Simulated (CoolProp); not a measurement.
Vapour-liquid equilibrium of acetone (1) + benzene (2) at 0.0131 MPa; x and y are mole fractions of (1).

The numbers come from the multi-fluid Helmholtz-energy mixture model, Lemmon 2006 and Thol 2012; pair parameters Bell 2016 in CoolProp.

Give the bubble temperature and the first vapour's composition at x = 0.2, 0.35, 0.65. Is there an azeotrope?

x = 0.2: 290.6 K, y = 0.445; x = 0.35: 287.2 K, y = 0.601; x = 0.65: 283.1 K, y = 0.800. No azeotrope shows between x = 0.05 and 0.95.

The pair parameters rest on a limited set of measurements; away from them the model extrapolates.
